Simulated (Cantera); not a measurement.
## SiCl4 + HCl + H2 (chlorosilane synthesis and conversion)

Charge: 1 mol SiCl4, 1.2 mol HCl, 0.25 mol H2, at 625 K and 150 Torr.

Method: chemical equilibrium by Gibbs-energy minimisation in Cantera with the NASA 1993 tables (ideal gas, pure condensed phases). Candidate condensed phases: Si; 19 gas species. Kinetics and transport are ignored.

- x(HCl) = 0.490
- x(SiCl4) = 0.408
- x(H2) = 0.102
- x(SiHCl3) = 4.11e-6
- gas amount = 2.450 mol
- log10 activity of Si(s) (absent) = -16.04
